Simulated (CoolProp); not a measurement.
Properties of methanol along the isotherm 551.6 K.

The numbers come from the reference Helmholtz-energy equation of state, de Reuck 1993 in CoolProp.

```json
[
 {"p (kPa)": "293", "phase": "gas", "cp (kJ/(kg K))": "2.028", "cv (kJ/(kg K))": "1.757", "speed of sound (m/s)": "[?]", "expansivity (1/kK)": "1.870", "Prandtl number": "0.802"},
 {"p (kPa)": "587", "phase": "gas", "cp (kJ/(kg K))": "2.073", "cv (kJ/(kg K))": "1.788", "speed of sound (m/s)": "400.3", "expansivity (1/kK)": "1.932", "Prandtl number": "0.809"},
 {"p (kPa)": "880", "phase": "gas", "cp (kJ/(kg K))": "2.120", "cv (kJ/(kg K))": "1.821", "speed of sound (m/s)": "397.4", "expansivity (1/kK)": "2.000", "Prandtl number": "0.816"},
 {"p (kPa)": "1170", "phase": "gas", "cp (kJ/(kg K))": "2.169", "cv (kJ/(kg K))": "1.854", "speed of sound (m/s)": "394.5", "expansivity (1/kK)": "2.072", "Prandtl number": "0.824"},
 {"p (kPa)": "1470", "phase": "gas", "cp (kJ/(kg K))": "2.223", "cv (kJ/(kg K))": "1.890", "speed of sound (m/s)": "391.5", "expansivity (1/kK)": "2.154", "Prandtl number": "0.833"},
 {"p (kPa)": "1760", "phase": "gas", "cp (kJ/(kg K))": "2.278", "cv (kJ/(kg K))": "1.925", "speed of sound (m/s)": "388.5", "expansivity (1/kK)": "2.239", "Prandtl number": "0.843"},
 {"p (kPa)": "2050", "phase": "gas", "cp (kJ/(kg K))": "2.335", "cv (kJ/(kg K))": "1.962", "speed of sound (m/s)": "385.4", "expansivity (1/kK)": "2.331", "Prandtl number": "0.853"},
 {"p (kPa)": "2350", "phase": "gas", "cp (kJ/(kg K))": "[?]", "cv (kJ/(kg K))": "2.000", "speed of sound (m/s)": "382.2", "expansivity (1/kK)": "2.434", "Prandtl number": "0.864"},
 {"p (kPa)": "2640", "phase": "gas", "cp (kJ/(kg K))": "2.463", "cv (kJ/(kg K))": "2.039", "speed of sound (m/s)": "379.0", "expansivity (1/kK)": "2.542", "Prandtl number": "0.876"},
 {"p (kPa)": "2930", "phase": "gas", "cp (kJ/(kg K))": "2.531", "cv (kJ/(kg K))": "2.079", "speed of sound (m/s)": "375.9", "expansivity (1/kK)": "2.658", "Prandtl number": "0.888"},
 {"p (kPa)": "3230", "phase": "gas", "cp (kJ/(kg K))": "2.605", "cv (kJ/(kg K))": "2.121", "speed of sound (m/s)": "372.6", "expansivity (1/kK)": "2.786", "Prandtl number": "0.902"},
 {"p (kPa)": "3520", "phase": "gas", "cp (kJ/(kg K))": "[?]", "cv (kJ/(kg K))": "2.164", "speed of sound (m/s)": "369.4", "expansivity (1/kK)": "2.919", "Prandtl number": "0.917"},
 {"p (kPa)": "3810", "phase": "gas", "cp (kJ/(kg K))": "2.761", "cv (kJ/(kg K))": "2.207", "speed of sound (m/s)": "366.2", "expansivity (1/kK)": "3.062", "Prandtl number": "0.932"},
 {"p (kPa)": "4110", "phase": "gas", "cp (kJ/(kg K))": "2.848", "cv (kJ/(kg K))": "2.253", "speed of sound (m/s)": "362.8", "expansivity (1/kK)": "3.220", "Prandtl number": "0.949"}
]
```

Problem. Complete the blanks.

Solution. 
- 293, speed of sound (m/s): 403.1
- 2350, cp (kJ/(kg K)): 2.399
- 3520, cp (kJ/(kg K)): 2.681

Viscosity comes from a separate model (Xiang 2006). Thermal conductivity comes from a separate model (Sykioti 2013).
